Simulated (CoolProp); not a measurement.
Model: reference Helmholtz-energy equation of state, McLinden 2020, in CoolProp.

For R1336mzz(Z), give the phase and the cp (kJ/(kg K)) at 265.5 K and 0.145 MPa; 372.5 K and 0.145 MPa; 443.8 K and 0.145 MPa.


- 265.5 K and 0.145 MPa: liquid; cp 1.15
- 372.5 K and 0.145 MPa: gas; cp 0.991
- 443.8 K and 0.145 MPa: gas; cp 1.07
